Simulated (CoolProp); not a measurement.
Computed with CoolProp (reference Helmholtz-energy equation of state, Gao 2022).

Question: For n-perfluorohexane, give the phase and the cv (kJ/(kg K)), Joule-Thomson coefficient (K/MPa) at 401.2 K and 2.14 MPa.

Answer: 
- 401.2 K and 2.14 MPa: liquid; cv 0.981, Joule-Thomson coefficient 0.255
